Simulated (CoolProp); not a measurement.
Vapour-liquid equilibrium of propane (1) + R152A (2) at 0.0399 MPa; x and y are mole fractions of (1).

Computed with CoolProp (multi-fluid Helmholtz-energy mixture model, Lemmon 2009 and Outcalt 1996; pair parameters Bell 2016).

```csv
x,"bubble temperature, mixture model (°C)","bubble temperature, Raoult's law (°C)","y, mixture model","y, Raoult's law"
0.05,-51.3,-44.5,0.385,0.114
0.125,-57.7,-46.4,0.605,0.262
0.2,-60.8,-48.1,0.688,0.387
0.275,-62.2,-49.7,0.725,0.493
0.35,-62.8,-51.2,0.741,0.584
0.425,-63.0,-52.7,0.749,0.661
0.5,-63.1,-54.0,0.752,0.728
0.575,-63.2,-55.3,0.754,0.786
0.65,-63.2,-56.5,0.757,0.836
0.725,-63.3,-57.6,0.765,0.880
0.8,-63.3,-58.7,0.783,0.918
0.875,-63.1,-59.7,0.821,0.952
0.95,-62.4,-60.7,0.900,0.982
```

The largest gap from Raoult's law is -12.7 K in bubble temperature, at x = 0.2. y crosses x between x = 0.725 and 0.8: the model has an azeotrope there.

Pair parameters are fitted to limited data, so mixtures are less certain than the pure fluids. With so large a gap from Raoult's law the liquid may split in two, which this calculation doesn't test in full.
